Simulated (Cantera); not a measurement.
# Equilibrium for carbon deposition, reforming and gasification: C₂H₄ + O₂

Input: 1 mol C₂H₄, 1.7 mol O₂, held at 2550 °C.

These are equilibrium values from Cantera (NASA tables, ideal gas, pure condensed phases), not measurements of a reactor. Candidate condensed phases: C, C₆H₆, C₇H₈, C₈H₁₈, H₂O; 110 gas species. The ideal-gas law is rough above about 30 bar. The numbers say what is thermodynamically allowed, not how fast it happens.

```json
[
 {"P (Pa)": "10", "x H": "0.535", "x CO": "0.272", "x H₂O": "4.79e-5", "x H₂": "0.00364", "x O": "0.186", "x CO₂": "0.000509", "x OH": "0.00202", "x O₂": "0.000981"},
 {"P (Pa)": "56", "x H": "0.512", "x CO": "0.278", "x H₂O": "0.00128", "x H₂": "0.0186", "x O": "0.173", "x CO₂": "0.00271", "x OH": "0.0101", "x O₂": "0.00475"},
 {"P (Pa)": "320", "x H": "0.417", "x CO": "0.304", "x H₂O": "0.0202", "x H₂": "0.0709", "x O": "0.126", "x CO₂": "0.0124", "x OH": "0.0342", "x O₂": "0.0144"},
 {"P (Pa)": "1800", "x H": "0.248", "x CO": "0.354", "x H₂O": "0.0997", "x H₂": "0.141", "x O": "0.0556", "x CO₂": "0.0357", "x OH": "0.0504", "x O₂": "0.0157"},
 {"P (Pa)": "10000", "x H": "0.119", "x CO": "0.391", "x H₂O": "0.192", "x H₂": "0.181", "x O": "0.0150", "x CO₂": "0.0592", "x OH": "0.0363", "x O₂": "0.00639"},
 {"P (Pa)": "56000", "x H": "0.0533", "x CO": "0.410", "x H₂O": "0.242", "x H₂": "0.202", "x O": "0.00302", "x CO₂": "0.0699", "x OH": "0.0183", "x O₂": "0.00145"},
 {"P (Pa)": "320000", "x H": "0.0229", "x CO": "0.419", "x H₂O": "0.262", "x H₂": "0.214", "x O": "0.000540", "x CO₂": "0.0730", "x OH": "0.00806", "x O₂": "0.000265"},
 {"P (Pa)": "1800000", "x H": "0.00980", "x CO": "0.423", "x H₂O": "0.270", "x H₂": "0.220", "x O": "9.64e-5", "x CO₂": "0.0739", "x OH": "0.00345", "x O₂": "4.74e-5"},
 {"P (Pa)": "10000000", "x H": "0.00418", "x CO": "0.424", "x H₂O": "0.273", "x H₂": "0.222", "x O": "1.74e-5", "x CO₂": "0.0742", "x OH": "0.00147", "x O₂": "8.54e-6"}
]
```
x: gas mole fraction; nothing condenses.

From 10.0 Pa to 100 bar nothing is condensed. The main C-bearing gas is CO throughout.
